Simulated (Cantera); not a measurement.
Feed: 1 mol Cr, 0.064 mol H2O, 47 mol N2, held at 0.800 Pa.

Method: chemical equilibrium by Gibbs-energy minimisation in Cantera with the NASA 1993 tables (ideal gas, pure condensed phases). Candidate condensed phases: Cr, CrN, Cr2N, Cr2O3, H2O; 29 gas species. The numbers say what is thermodynamically allowed, not how fast it happens.

### Question
Which condensed phases are stable at each of these points (T (K)): 1675, 1825, 1975, 2125, 2275, 2425, 2575?

### Answer
| T (K) | condensed phases | Cr condensed (%) |
|---|---|---|
| 1675 | Cr2O3(s) | 2.1 |
| 1825 | gas only | 0.0 |
| 1975 | gas only | 0.0 |
| 2125 | gas only | 0.0 |
| 2275 | gas only | 0.0 |
| 2425 | gas only | 0.0 |
| 2575 | gas only | 0.0 |

At 1675 K the condensed part is Cr2O3(s). From 1825 K to 2575 K nothing is condensed.
